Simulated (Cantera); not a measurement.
An adiabatic, constant-volume homogeneous reactor starts with CO : H2 : O2 : N2 = 1 : 0.42 : 2.09 : 7.85 (molar parts), equivalence ratio 0.34, at 1700 K and 1650 Torr. Integrator tolerance rtol = 1e-08.

Cantera simulation using GRI-Mech 3.0 (53 species, 325 reactions); the numbers are that mechanism's predictions, not measurements. The hydrogen kinetics of GRI-Mech 3.0 are dated; newer H2 mechanisms differ, most at raised pressure.

```
quantity                                                              before                                      after
---------------------------------  -----------------------------------------  -----------------------------------------
time of steepest temperature rise                                    7.52 µs                                    7.96 µs
temperature at 0.100 s                                                2610 K                                     2597 K
equilibrium temperature                                               2610 K                                     2597 K
x(CO) at 0.100 s                     0.00885 (gas-phase equilibrium 0.00885)    0.00832 (gas-phase equilibrium 0.00832)
x(H2) at 0.100 s                   0.000557 (gas-phase equilibrium 0.000557)  0.000526 (gas-phase equilibrium 0.000526)
x(O2) at 0.100 s                         0.119 (gas-phase equilibrium 0.119)        0.119 (gas-phase equilibrium 0.119)
x(H) at 0.100 s                    0.000533 (gas-phase equilibrium 0.000533)  0.000489 (gas-phase equilibrium 0.000489)
x(N2O) at 0.100 s                    1.90e-6 (gas-phase equilibrium 1.90e-6)    1.87e-6 (gas-phase equilibrium 1.87e-6)
```

### Question
Name the change that produced these shifts.
A. initial temperature 1700 to 1423 K
B. initial temperature 1700 to 1348 K
C. initial temperature 1700 to 1675 K
D. N2 7.85 to 14 parts

### Answer
C, initial temperature 1700 to 1675 K
